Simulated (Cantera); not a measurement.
Cantera run:

```python
import numpy as np
import cantera as ct

gas_names = """
    H H2 N NH NH2 NH3 N2 N2H2 N2H4 Si SiH SiH2 SiH3 SiH4 SiN Si2 Si2N Si3
""".split()
cond_names = """
    Si(cr) Si(L) Si3N4(a)
""".split()


# ... load() reads the species with a 1 bar reference pressure and builds the phases ...
atoms = {
    'trisilylamine': {'Si': 3, 'N': 1, 'H': 9},
    'N2': {'N': 2},
    'H2': {'H': 2},
}
top_T = {'Si3N4(a)': 2400}  # K; cautious upper limits of use, not melting points


# ... equilibrate(T, P, feed) seeds the gas with the atoms and calls Mixture.equilibrate('TP', solver="vcs", rtol=1e-11, max_steps=5000) ...
results = []
feed = {'trisilylamine': 1, 'N2': 1.4, 'H2': 5.7}  # mol
P = 133.322  # Pa
for T in [1075, 1125, 1175, 1225, 1275, 1325, 1375, 1425, 1475, 1525, 1575, 1625, 1675]:
    mix = equilibrate(T, P, feed)
    results.append((T, P, feed, dict(zip(mix.species_names, mix.species_moles))))
    x = sorted(zip(gas.X, gas.species_names), reverse=True)
    print(f"T = {T:g} K  P = {P:g} Pa  gas = {mix.phase_moles(0):.4g} mol")
    print("   x: " + "  ".join(f"{s} {v:.3e}" for v, s in x if v > 1e-05))
    print("   condensed (mol): " + ("  ".join(f"{mix.phase(i).name} {mix.phase_moles(i):.4g}"
          for i in range(1, mix.n_phases) if mix.phase_moles(i) > 1e-12) or "none"))
```

Result:

```
T = 1075 K  P = 133.322 Pa  gas = 10.2 mol
   x: H2 1.000e+00
   condensed (mol): Si(cr) 0.15  Si3N4(a) 0.95
T = 1125 K  P = 133.322 Pa  gas = 10.2 mol
   x: H2 1.000e+00
   condensed (mol): Si(cr) 0.15  Si3N4(a) 0.95
T = 1175 K  P = 133.322 Pa  gas = 10.2 mol
   x: H2 1.000e+00
   condensed (mol): Si(cr) 0.1501  Si3N4(a) 0.95
T = 1225 K  P = 133.322 Pa  gas = 10.2 mol
   x: H2 9.999e-01  N2 4.569e-05
   condensed (mol): Si(cr) 0.1507  Si3N4(a) 0.9498
T = 1275 K  P = 133.322 Pa  gas = 10.2 mol
   x: H2 9.998e-01  N2 1.906e-04  H 2.019e-05
   condensed (mol): Si(cr) 0.1529  Si3N4(a) 0.949
T = 1325 K  P = 133.322 Pa  gas = 10.21 mol
   x: H2 9.992e-01  N2 7.125e-04  H 4.477e-05
   condensed (mol): Si(cr) 0.1609  Si3N4(a) 0.9464
T = 1375 K  P = 133.322 Pa  gas = 10.23 mol
   x: H2 9.975e-01  N2 2.415e-03  H 9.373e-05
   condensed (mol): Si(cr) 0.187  Si3N4(a) 0.9377
T = 1425 K  P = 133.322 Pa  gas = 10.28 mol
   x: H2 9.923e-01  N2 7.504e-03  H 1.861e-04
   condensed (mol): Si(cr) 0.2657  Si3N4(a) 0.9114
T = 1475 K  P = 133.322 Pa  gas = 10.43 mol
   x: H2 9.781e-01  N2 2.155e-02  H 3.513e-04
   condensed (mol): Si(cr) 0.487  Si3N4(a) 0.8376
T = 1525 K  P = 133.322 Pa  gas = 10.83 mol
   x: H2 9.417e-01  N2 5.767e-02  H 6.287e-04  Si 1.416e-05
   condensed (mol): Si(cr) 1.087  Si3N4(a) 0.6378
T = 1575 K  P = 133.322 Pa  gas = 11.93 mol
   x: H2 8.541e-01  N2 1.448e-01  H 1.052e-03  Si 4.306e-05
   condensed (mol): Si(cr) 2.741  Si3N4(a) 0.08614
T = 1625 K  P = 133.322 Pa  gas = 12.11 mol
   x: H2 8.412e-01  N2 1.569e-01  H 1.772e-03  Si 1.222e-04
   condensed (mol): Si(cr) 2.998
T = 1675 K  P = 133.322 Pa  gas = 12.12 mol
   x: H2 8.400e-01  N2 1.567e-01  H 2.914e-03  Si 3.255e-04  SiH 1.829e-05
   condensed (mol): Si(cr) 2.996
```

Method: chemical equilibrium by Gibbs-energy minimisation in Cantera with the NASA 1993 tables (ideal gas, pure condensed phases). The feed counts by its element totals alone. Mutual solubility and eutectic melting of coexisting phases are not modelled.
